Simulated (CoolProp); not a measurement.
The numbers come from the reference Helmholtz-energy equation of state, Zhou 2011 in CoolProp.

Question: For dimethyl carbonate, give the phase and the cv (kJ/(kg K)), speed of sound (m/s), Joule-Thomson coefficient (K/MPa) at 193.25 °C and 0.101 MPa; 237.75 °C and 0.101 MPa.

Answer: 
- 193.25 °C and 0.101 MPa: gas; cv 1.51, speed of sound 211, Joule-Thomson coefficient 10.8
- 237.75 °C and 0.101 MPa: gas; cv 1.61, speed of sound 221, Joule-Thomson coefficient 8.30
